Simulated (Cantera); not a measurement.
Input (Python, Cantera) and output of one run.

```python
import numpy as np
import cantera as ct

gas_names = """
    C CH CH2 CH3 CH2OH CH3O CH4 CH3OH CO CO2 COOH C2 C2H CHCO,ketyl C2H2,acetylene C2H2,vinylidene
    CH2CO,ketene C2H3,vinyl CH3CO,acetyl C2H4 C2H4O,ethylen CH3CHO,ethanal CH3COOH (HCOOH)2 C2H5 C2H6
    CH3OCH3 C2H5OH C2O C3 C3H3,propargyl C3H4,allene C3H4,propyne C3H4,cyclo- C3H5,allyl C3H6,propylene
    C3H6,cyclo- C3H6O C3H7,n-propyl C3H7,i-propyl C3H8 C3H8O,1propanol C3H8O,2propanol C3O2 C4 C4H2
    C4H4,1,3-cyclo- C4H6,butadiene C4H6,2-butyne C4H6,cyclo- C4H8,1-butene C4H8,cis2-buten
    C4H8,tr2-butene C4H8,isobutene C4H8,cyclo- (CH3COOH)2 C4H9,n-butyl C4H9,i-butyl C4H9,s-butyl
    C4H9,t-butyl C4H10,isobutane C4H10,n-butane C5 C5H6,1,3cyclo- C5H8,cyclo- C5H10,1-pentene
    C5H10,cyclo- C5H11,pentyl C5H11,t-pentyl C5H12,n-pentane C5H12,i-pentane CH3C(CH3)2CH3 C6H2
    C6H5,phenyl C6H5O,phenoxy C6H6 C6H5OH,phenol C6H10,cyclo- C6H12,1-hexene C6H12,cyclo- C6H13,n-hexyl
    C7H7,benzyl C7H8 C7H8O,cresol C7H14,1-heptene C7H15,n-heptyl C7H16,n-heptane C8H8,styrene
    C8H10,ethylbenz C8H16,1-octene C8H17,n-octyl C8H18,isooctane C8H18,n-octane C9H19,n-nonyl
    C10H8,naphthale C10H21,n-decyl C12H9,o-bipheny C12H10,bipheny H HCO HO2 H2 HCHO,formaldehy HCOOH H2O
    H2O2 O OH O2 O3 Si SiC SiC2 SiC4H12 SiH SiH2 SiH3 SiH4 SiO SiO2 Si2 Si2C Si3
""".split()
cond_names = """
    C(gr) C6H6(L) C7H8(L) C8H18(L),n-octa H2O(s) H2O(L) Si(cr) Si(L) SiC(b) SiO2(Lqz) SiO2(hqz) SiO2(L)
""".split()


def load(file, names, dense=False):
    # The tables refer to 1 bar. Condensed volumes are neglected.
    table = {s.name: s for s in ct.Species.list_from_file(file)}
    out = []
    for n in names:
        d = dict(table[n].input_data)
        d["thermo"] = dict(d["thermo"], **{"reference-pressure": 1e5})
        if dense:
            d["equation-of-state"] = {"model": "constant-volume", "density": "1e6 g/cm^3"}
        out.append(ct.Species.from_dict(d))
    return out


gas = ct.Solution(thermo="ideal-gas", species=load("nasa_gas.yaml", gas_names))
cond = {s.name: ct.Solution(thermo="fixed-stoichiometry", species=[s], name=s.name)
        for s in load("nasa_condensed.yaml", cond_names, dense=True)}
atoms = {
    'HMDSO': {'Si': 2, 'C': 6, 'H': 18, 'O': 1},
    'H2O': {'H': 2, 'O': 1},
}
top_T = {'C(gr)': 4500, 'SiC(b)': 3050}  # K; cautious upper limits of use, not melting points


def equilibrate(T, P, feed):
    n = {}
    for name, mol in feed.items():
        for a, k in atoms[name].items():
            n[a] = n.get(a, 0.0) + k * mol
    gas.TPX = T, P, n
    mass = sum(n.values()) * gas.mean_molecular_weight
    gas.equilibrate("TP")
    valid = [c for c in cond.values() if c.min_temp <= T <= top_T.get(c.name, c.max_temp)]
    mix = ct.Mixture([(gas, mass / gas.mean_molecular_weight)] + [(c, 0.0) for c in valid])
    mix.T, mix.P = T, P
    mix.equilibrate("TP", solver="vcs", rtol=1e-11, max_steps=5000)
    return mix


results = []
feed = {'HMDSO': 1, 'H2O': 12}  # mol
P = 89000  # Pa
for T in [1125, 1225, 1325, 1425, 1525, 1625, 1725]:
    mix = equilibrate(T, P, feed)
    results.append((T, P, feed, dict(zip(mix.species_names, mix.species_moles))))

top = {s: max(r[3][s] / sum(r[3][g] for g in gas_names) for r in results) for s in gas_names}
cols = sorted((s for s in top if top[s] > 0.0001), key=lambda s: -top[s])[:5]
seen = [c for c in cond_names if any(r[3].get(c, 0) > 1e-12 for r in results)]
print("log10 of partial pressures in bar; condensed amounts in mol")
print(f"{'T/K':>10s}" + "".join(f"{s[:9]:>10s}" for s in cols + seen))
for T, P, feed, n in results:
    ng = sum(n[g] for g in gas_names)
    print(f"{T:10.4g}" + "".join(f"{np.log10(max(n[s] / ng * P / 1e5, 1e-99)):10.3f}" for s in cols)
          + "".join(f"{n.get(c, 0):10.4g}" for c in seen))
```

Output:

```
log10 of partial pressures in bar; condensed amounts in mol
       T/K        H2        CO       H2O       CO2       CH4 SiO2(hqz)   SiO2(L)
      1125    -0.213    -0.753    -1.101    -1.683    -3.023         2         0
      1225    -0.215    -0.742    -1.084    -1.778    -3.891         2         0
      1325    -0.217    -0.735    -1.070    -1.859    -4.631         2         0
      1425    -0.218    -0.730    -1.060    -1.929    -5.267         2         0
      1525    -0.219    -0.727    -1.052    -1.990    -5.816         2         0
      1625    -0.220    -0.724    -1.047    -2.043    -6.297         2         0
      1725    -0.221    -0.722    -1.042    -2.090    -6.719         0         2
```

Equilibrium computed with Cantera from the NASA thermochemical tables; the gas is ideal and each condensed phase is pure. The feed counts by its element totals alone. The tables hold silica as quartz up to 1696 K and as liquid above; real silica turns to tridymite and cristobalite and melts near 1996 K. Gases not in the tables: Si(OH)4.
